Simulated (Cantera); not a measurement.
**Ignition delay**

Mixture: 17.4 % CH4, 17.4 % O2, 65.3 % N2, at 7500 Torr, adiabatic and at constant pressure. Ignition delay is the time to a rise of 400 K.

Model: GRI-Mech 3.0 (53 species, 325 reactions), integrated in Cantera.

```csv
T0 (K),delay (ms)
1125,18.1
1225,5.08
1325,1.60
1425,0.551
1525,0.203
1625,0.0800
1725,0.0340
1825,0.0159
```

```
Item                                                     Value
--------------------------------------------------  ----------
apparent activation energy between 1625 and 1825 K  200 kJ/mol
```
